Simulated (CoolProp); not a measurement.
Vapour-liquid equilibrium of n-heptane (1) + n-dodecane (2) at 0.0933 MPa; x and y are mole fractions of (1).

Values from CoolProp's multi-fluid Helmholtz-energy mixture model, Span 2003 and Lemmon 2004; pair parameters Bell 2016.

| x | bubble temperature (K) | y at the bubble point | dew temperature at overall composition x (K) | liquid density (mol/L) |
|---|---|---|---|---|
| 0.05 | 469.1 | 0.364 | 484.0 | 3.656 |
| 0.15 | 441.3 | 0.736 | 479.7 | 3.935 |
| 0.25 | 421.6 | 0.876 | 475.1 | 4.188 |
| 0.35 | 407.7 | 0.934 | 469.9 | 4.428 |
| 0.45 | 397.5 | 0.962 | 464.1 | 4.664 |
| 0.55 | 389.7 | 0.977 | 457.5 | 4.904 |
| 0.65 | 383.6 | 0.986 | 449.6 | 5.154 |
| 0.75 | 378.6 | 0.992 | 439.8 | 5.416 |
| 0.85 | 374.3 | 0.996 | 426.2 | 5.696 |
| 0.95 | 370.5 | 0.999 | 402.5 | 5.997 |

No azeotrope shows between x = 0.05 and 0.95.

The pair parameters rest on a limited set of measurements; away from them the model extrapolates.
